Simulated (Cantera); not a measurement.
Input: 1 mol Si2H6, 2.7 mol CO2, equilibrated at 877 °C and 0.00230 bar.

Cantera equilibrium calculation (NASA polynomials, part measured and part estimated; ideal gas, pure solids and liquids). Candidate condensed phases: C, C6H6, C7H8, C8H18, H2O, Si, SiC, SiO2; 123 gas species. The feed counts by its element totals alone. The tables hold silica as quartz up to 1696 K and as liquid above; real silica turns to tridymite and cristobalite and melts near 1996 K. The numbers say what is thermodynamically allowed, not how fast it happens.

Base state: H2 0.682, CO 0.318, CH4 2.50e-5, H2O 2.34e-5 (mole fractions); condensed: C(graphite) + SiO2(β-quartz).

Problem. What changes in the equilibrium state with this change: temperature from 877 °C to 1527 °C?

Solution. 
| species | before | after |
|---|---|---|
| H2 | 0.682 | 0.422 |
| CO | 0.318 | 0.383 |
| SiO | 3.62e-8 | 0.187 |
| CH4 | 2.50e-5 | <1e-9 |
| H | 1.28e-6 | 0.00485 |
| H2O | 2.34e-5 | 0.00215 |
| C(graphite), mol | 1.30 | 0 |
| SiO2(β-quartz), mol | 2.00 | 0 |
| SiO2(condensed), mol | 0 | 0.681 |
